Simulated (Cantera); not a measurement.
A perfectly stirred reactor is fed with C3H8 : H2 = 1 : 6.8 (molar parts), at 930 Pa; it is held at 1425 K, and followed from long to short residence time.

Cantera simulation using GRI-Mech 3.0 (53 species, 325 reactions); the numbers are that mechanism's predictions, not measurements. GRI-Mech 3.0 was tuned for natural gas; its chemistry of propane as a main component is partial and can be far from experiment. GRI-Mech 3.0 stops at C3 and has no aromatics, soot or wall deposition, so with more carbon than oxygen in the feed, carbon stays in small species such as C2H2 where larger ones or solid carbon would form. Radical loss at walls, strong at low pressure, is not modelled.

x: mole fraction; the columns are a selection and need not sum to one.

```json
[
 {"τ (s)": "1.6", "x C3H8": "0.000174", "x H2": "0.809", "x CH4": "0.0791", "x CH2": "1.18e-7", "x C2H6": "5.62e-5"},
 {"τ (s)": "0.87", "x C3H8": "0.000291", "x H2": "0.804", "x CH4": "0.0859", "x CH2": "1.59e-7", "x C2H6": "7.76e-5"},
 {"τ (s)": "0.48", "x C3H8": "0.000482", "x H2": "0.800", "x CH4": "0.0918", "x CH2": "2.09e-7", "x C2H6": "0.000105"},
 {"τ (s)": "0.26", "x C3H8": "0.000809", "x H2": "0.796", "x CH4": "0.0971", "x CH2": "2.75e-7", "x C2H6": "0.000140"},
 {"τ (s)": "0.14", "x C3H8": "?", "x H2": "0.792", "x CH4": "0.101", "x CH2": "?", "x C2H6": "?"},
 {"τ (s)": "0.079", "x C3H8": "0.00221", "x H2": "0.789", "x CH4": "0.104", "x CH2": "4.56e-7", "x C2H6": "0.000244"},
 {"τ (s)": "0.043", "x C3H8": "0.00367", "x H2": "0.786", "x CH4": "0.105", "x CH2": "5.94e-7", "x C2H6": "0.000328"},
 {"τ (s)": "0.024", "x C3H8": "0.00595", "x H2": "0.784", "x CH4": "0.105", "x CH2": "7.72e-7", "x C2H6": "0.000441"},
 {"τ (s)": "0.013", "x C3H8": "?", "x H2": "0.784", "x CH4": "0.102", "x CH2": "?", "x C2H6": "?"},
 {"τ (s)": "0.0071", "x C3H8": "0.0162", "x H2": "0.787", "x CH4": "0.0966", "x CH2": "1.34e-6", "x C2H6": "0.000863"}
]
```

Q: Fill in the missing entries.

A: 
- 0.14, x C3H8: 0.00136
- 0.14, x CH2: 3.58e-7
- 0.14, x C2H6: 0.000187
- 0.013, x C3H8: 0.00985
- 0.013, x CH2: 1.02e-6
- 0.013, x C2H6: 0.000615
